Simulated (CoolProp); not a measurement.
Values from CoolProp's reference Helmholtz-energy equation of state, Thol 2019.

Problem. Give the vapour pressure (MPa), liquid density (kg/m³), vapour density (kg/m³), enthalpy of vaporisation (kJ/kg) of saturated tetradecamethylhexasiloxane (MD4M) at 443.8 K.

Solution. 
| T (K) | p (MPa) | liquid density (kg/m³) | vapour density (kg/m³) | enthalpy of vaporisation (kJ/kg) |
|---|---|---|---|---|
| 443.8 | 0.00822 | 742 | 1.04 | 127 |
